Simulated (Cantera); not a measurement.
Input (Python, Cantera):

```python
import numpy as np
import cantera as ct

gas = ct.Solution("gri30.yaml")


def delay(T, t_max=10):
    gas.TPX = T, 500000, {'CH4': 1, 'C2H6': 0.093, 'C3H8': 0.63, 'O2': 4.98, 'N2': 23.4, 'H2O': 2.1}
    reactor = ct.IdealGasConstPressureReactor(gas, clone=False)
    net = ct.ReactorNet([reactor])
    net.rtol, net.atol = 1e-8, 1e-16
    while net.time < t_max:
        t_old, T_old = net.time, reactor.T
        net.step()
        if reactor.T > T + 400:  # ignition: a rise of 400 K
            return t_old + (T + 400 - T_old) / (reactor.T - T_old) * (net.time - t_old)
    return np.nan


taus = []
for T in [1375, 1450, 1525, 1600, 1675]:
    taus.append(delay(T))
    print(f"T0 = {T:6g} K   tau = {taus[-1]:.4e} s")

# d ln(tau) / d ln(k), from doubling and halving each rate constant
T, sens = 1450, []
for i in range(gas.n_reactions):
    gas.set_multiplier(2.0, i)
    up = delay(T)
    gas.set_multiplier(0.5, i)
    down = delay(T)
    gas.set_multiplier(1.0, i)
    sens.append((np.log(up / down) / np.log(4.0), gas.reaction(i).equation))
sens.sort(key=lambda x: -abs(x[0]))
print(f"sensitivities at {T} K")
for s, eq in sens[:10]:
    print(f"{s:8.3f}  {eq}")
```

Output:

```
T0 =   1375 K   tau = 1.9945e-04 s
T0 =   1450 K   tau = 8.0844e-05 s
T0 =   1525 K   tau = 3.7481e-05 s
T0 =   1600 K   tau = 1.9627e-05 s
T0 =   1675 K   tau = 1.1416e-05 s
sensitivities at 1450 K
  -0.449  C2H5 + CH3 (+M) <=> C3H8 (+M)
  -0.400  H + O2 <=> O + OH
  -0.322  CH3 + HO2 <=> CH3O + OH
   0.238  2 CH3 (+M) <=> C2H6 (+M)
   0.210  C3H8 + H <=> C3H7 + H2
  -0.154  C2H5 + O2 <=> C2H4 + HO2
  -0.146  C2H4 + OH <=> C2H3 + H2O
   0.131  CH4 + OH <=> CH3 + H2O
   0.101  C3H8 + OH <=> C3H7 + H2O
  -0.093  CH3O + O2 <=> CH2O + HO2
```

Cantera simulation using GRI-Mech 3.0 (53 species, 325 reactions); the numbers are that mechanism's predictions, not measurements. GRI-Mech 3.0 was tuned for natural gas; its chemistry of propane as a main component is partial and can be far from experiment.
